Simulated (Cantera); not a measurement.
A Cantera script and what it prints.

```python
import numpy as np
import cantera as ct

gas_names = [...]  # 136 gases of nasa_gas.yaml made of C, H, N, O
cond_names = """
    C(gr) C6H6(L) C7H8(L) C8H18(L),n-octa H2O(s) H2O(L)
""".split()


# ... load() reads the species with a 1 bar reference pressure and builds the phases ...
atoms = {
    'CH4': {'C': 1, 'H': 4},
    'O2': {'O': 2},
    'N2': {'N': 2},
}
top_T = {'C(gr)': 4500}  # K; cautious upper limits of use, not melting points


# ... equilibrate(T, P, feed) seeds the gas with the atoms and calls Mixture.equilibrate('TP', solver="vcs", rtol=1e-11, max_steps=5000) ...
results = []
feed = {'CH4': 1, 'O2': 0.85, 'N2': 0.34}  # mol
P = 28000  # Pa
for T in [1423, 1623, 1823, 2023, 2223, 2423, 2623]:
    mix = equilibrate(T, P, feed)
    results.append((T, P, feed, dict(zip(mix.species_names, mix.species_moles))))
    x = sorted(zip(gas.X, gas.species_names), reverse=True)
    print(f"T = {T:g} K  P = {P:g} Pa  gas = {mix.phase_moles(0):.4g} mol")
    print("   x: " + "  ".join(f"{s} {v:.3e}" for v, s in x if v > 1e-05))
    print("   condensed (mol): " + ("  ".join(f"{mix.phase(i).name} {mix.phase_moles(i):.4g}"
          for i in range(1, mix.n_phases) if mix.phase_moles(i) > 1e-12) or "none"))
```

Result:

```
T = 1423 K  P = 28000 Pa  gas = 3.34 mol
   x: H2 4.326e-01  CO 2.560e-01  H2O 1.662e-01  N2 1.018e-01  CO2 4.340e-02
   condensed (mol): none
T = 1623 K  P = 28000 Pa  gas = 3.34 mol
   x: H2 4.242e-01  CO 2.643e-01  H2O 1.745e-01  N2 1.018e-01  CO2 3.507e-02  H 8.508e-05
   condensed (mol): none
T = 1823 K  P = 28000 Pa  gas = 3.341 mol
   x: H2 4.185e-01  CO 2.697e-01  H2O 1.799e-01  N2 1.018e-01  CO2 2.964e-02  H 5.297e-04  OH 1.584e-05
   condensed (mol): none
T = 2023 K  P = 28000 Pa  gas = 3.344 mol
   x: H2 4.136e-01  CO 2.731e-01  H2O 1.833e-01  N2 1.017e-01  CO2 2.593e-02  H 2.308e-03  OH 1.065e-04
   condensed (mol): none
T = 2223 K  P = 28000 Pa  gas = 3.354 mol
   x: H2 4.073e-01  CO 2.749e-01  H2O 1.849e-01  N2 1.014e-01  CO2 2.329e-02  H 7.726e-03  OH 5.065e-04  NO 1.174e-05
   condensed (mol): none
T = 2423 K  P = 28000 Pa  gas = 3.379 mol
   x: H2 3.965e-01  CO 2.746e-01  H2O 1.839e-01  N2 1.006e-01  CO2 2.130e-02  H 2.110e-02  OH 1.850e-03  O 6.565e-05  NO 5.529e-05  O2 1.258e-05
   condensed (mol): none
T = 2623 K  P = 28000 Pa  gas = 3.436 mol
   x: H2 3.771e-01  CO 2.715e-01  H2O 1.778e-01  N2 9.886e-02  H 4.888e-02  CO2 1.960e-02  OH 5.463e-03  O 4.566e-04  NO 2.042e-04  O2 8.751e-05
   condensed (mol): none
```

Method: chemical equilibrium by Gibbs-energy minimisation in Cantera with the NASA 1993 tables (ideal gas, pure condensed phases).
